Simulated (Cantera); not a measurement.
Input: 1 mol Si₃N₄, a varied amount of O₂, 1.4 mol H₂, equilibrated at 1425 K and 0.150 bar.

Method: chemical equilibrium by Gibbs-energy minimisation in Cantera with the NASA 1993 tables (ideal gas, pure condensed phases). Candidate condensed phases: H₂O, Si, SiO₂, Si₂N₂O, Si₃N₄; 35 gas species. Mutual solubility and eutectic melting of coexisting phases are not modelled. The tables hold silica as quartz up to 1696 K and as liquid above; real silica turns to tridymite and cristobalite and melts near 1996 K. The numbers say what is thermodynamically allowed, not how fast it happens.

Which condensed phases are stable at each of these points (n(O₂) (mol)): 0.23, 0.3, 0.38, 0.5, 0.64, 0.84, 1.1?


```csv
n(O₂) (mol),condensed phases,Si condensed (%)
0.23,Si₂N₂O(s) + Si₃N₄(s),100.0
0.3,Si₂N₂O(s) + Si₃N₄(s),100.0
0.38,Si₂N₂O(s) + Si₃N₄(s),100.0
0.5,Si₂N₂O(s) + Si₃N₄(s),100.0
0.64,Si₂N₂O(s) + Si₃N₄(s),100.0
0.84,SiO₂(β-quartz) + Si₂N₂O(s),100.0
1.1,SiO₂(β-quartz) + Si₂N₂O(s),100.0
```

From 0.23 mol O₂ to 0.64 mol O₂ the condensed part is Si₂N₂O(s) + Si₃N₄(s). From 0.84 mol O₂ to 1.1 mol O₂ the condensed part is SiO₂(β-quartz) + Si₂N₂O(s).
